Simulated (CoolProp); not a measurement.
A single-stage vapour-compression cycle with R11: evaporating at 251.15 K (dew point), condensing at 295.15 K (bubble point), superheat 8 K, subcooling 0 K, compressor efficiency 0.9, no pressure losses. Each further row changes one setting.

Computed with CoolProp (reference Helmholtz-energy equation of state, Jacobsen 1992).

```
case                              cooling COP  pressure ratio  discharge temperature (K)  refrigerating effect (kJ/kg)  volumetric capacity (kJ/m³)
--------------------------------  -----------  --------------  -------------------------  ----------------------------  ---------------------------
as stated                                   …            6.72                      325.1                           164                          149
evaporating temperature 256.15 K            …            5.21                      321.5                           166                          192
condensing temperature 290.15 K          5.16               …                          …                           168                          153
subcooling 5 K                              …            6.72                      325.1                           168                          153
superheat 18 K                              …            6.72                          …                           169                          148
compressor efficiency 0.8                   …            6.72                      332.6                           164                          149
```

Problem. Fill in the missing entries.

Solution. 
- as stated, cooling COP: 4.50
- evaporating temperature 256.15 K, cooling COP: 5.26
- condensing temperature 290.15 K, pressure ratio: 5.60
- condensing temperature 290.15 K, discharge temperature (K): 318.4
- subcooling 5 K, cooling COP: 4.62
- superheat 18 K, cooling COP: 4.48
- superheat 18 K, discharge temperature (K): 336.5
- compressor efficiency 0.8, cooling COP: 4.00
